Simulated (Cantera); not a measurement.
Input: 1 mol CH4, 0.033 mol H2O, 3.9 mol N2, equilibrated at 66000 Torr.

Equilibrium computed with Cantera from the NASA thermochemical tables; the gas is ideal and each condensed phase is pure. Candidate condensed phases: C, C6H6, C7H8, C8H18, H2O; 136 gas species. The ideal-gas law is rough above about 30 bar. The numbers say what is thermodynamically allowed, not how fast it happens.

log p: log10 of the partial pressure in bar; n: condensed amount in mol.

```
T (K)  log p N2  log p H2  log p HCN  log p C2H2 (acetylene)  log p HNC  n C(graphite)
-----  --------  --------  ---------  ----------------------  ---------  -------------
2273       1.75      1.46       0.18                   -0.97      -0.87          0.825
2373       1.75      1.45       0.31                   -0.76      -0.69          0.780
2473       1.75      1.45       0.42                   -0.57      -0.53     (withheld)
2573       1.75      1.44       0.52                   -0.40      -0.38     (withheld)
2673       1.74      1.43       0.61                   -0.24      -0.24     (withheld)
2773       1.74      1.41       0.69                   -0.10      -0.12     (withheld)
2873       1.73      1.40       0.77                    0.02       0.00     (withheld)
```

Problem. Complete the blanks.

Solution. 
- 2473, n C(graphite): 0.722
- 2573, n C(graphite): 0.650
- 2673, n C(graphite): 0.563
- 2773, n C(graphite): 0.460
- 2873, n C(graphite): 0.341
